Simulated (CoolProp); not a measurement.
A simple Rankine cycle with isobutane: condensing at 325.15 K, boiler at 1.9 MPa, turbine inlet 375.8 K, turbine efficiency 0.6, pump efficiency 0.6, no recuperator. Each further row changes one setting.

The numbers come from the reference Helmholtz-energy equation of state, Bücker 2006 in CoolProp.

```tsv
case	thermal efficiency (%)	net work (kJ/kg)	heat in (kJ/kg)	turbine exit temperature (K)	volume ratio over the turbine
as stated	5.5	19.5	358	345.8	3.06
turbine inlet 395.8 K	5.5	22.5	410	369.4	2.91
condensing temperature 317.15 K	6.4	24.2	378	341.2	3.77
boiler pressure 1.33 MPa	3.8	14.4	382	359.8	1.95
turbine efficiency 0.5	4.4	15.6	358	347.7	3.08
```
